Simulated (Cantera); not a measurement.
## Ignition delay

Mixture: 4.42 % C3H8, 20.1 % O2, 75.5 % N2, equivalence ratio 1.1, at 5.00 bar, adiabatic and at constant pressure. Ignition delay is the time to a rise of 400 K.

Detailed kinetics in Cantera: GRI-Mech 3.0 (53 species, 325 reactions). GRI-Mech 3.0 was tuned for natural gas; its chemistry of propane as a main component is partial and can be far from experiment.

```
T0 (K)  delay (ms)
------  ----------
1275         0.684
1375         0.141
1475        0.0395
1575        0.0148
1675       0.00702
1775       0.00397
1875       0.00256
1975       0.00181
2075       0.00137
```

```yaml
apparent activation energy between 1875 and 2075 K: 100 kJ/mol
```
